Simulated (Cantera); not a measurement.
A closed system holds: 1 mol HF, 3.9 mol O2, 0.69 mol H2O, held at 2875 K and 1.33 mbar.

These are equilibrium values from Cantera (NASA tables, ideal gas, pure condensed phases), not measurements of a reactor. Candidate condensed phases: H2O; 22 gas species. The numbers say what is thermodynamically allowed, not how fast it happens.

What is the equilibrium state?


```json
{
 "x(O)": "0.636",
 "x(H)": "0.139",
 "x(O2)": "0.103",
 "x(HF)": "0.0783",
 "x(F)": "0.0230",
 "x(OH)": "0.0170",
 "x(H2)": "0.00231",
 "x(H2O)": "0.000938",
 "gas_amount": "9.872 mol"
}
```
